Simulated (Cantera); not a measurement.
A perfectly stirred reactor is fed with 2.23 % H2, 61.9 % O2, 35.9 % N2, equivalence ratio 0.018, at 0.0263 atm; it is held at 1298 K, and followed from long to short residence time.

Cantera simulation using the H2/O2 subset of GRI-Mech 3.0, which has no nitrogen chemistry; the numbers are that mechanism's predictions, not measurements. Radical loss at walls, strong at low pressure, is not modelled.

Task: Predict: x(H2) at τ = 1.50 s; x(O2) at τ = 1.50 s; x(H2O2) at τ = 1.50 s; x(OH) at τ = 1.50 s; x(H2O) at τ = 1.50 s; x(H2) at τ = 63.0 ms; x(O2) at τ = 63.0 ms; x(H2O2) at τ = 63.0 ms; x(OH) at τ = 63.0 ms; x(H2O) at τ = 63.0 ms.

Result: 
```
Item                      Result
----------------------  --------
x(H2) at τ = 1.50 s      4.36e-5
x(O2) at τ = 1.50 s        0.613
x(H2O2) at τ = 1.50 s    2.95e-8
x(OH) at τ = 1.50 s     0.000598
x(H2O) at τ = 1.50 s      0.0221
x(H2) at τ = 63.0 ms    0.000270
x(O2) at τ = 63.0 ms       0.608
x(H2O2) at τ = 63.0 ms   5.81e-8
x(OH) at τ = 63.0 ms     0.00151
x(H2O) at τ = 63.0 ms     0.0211
```
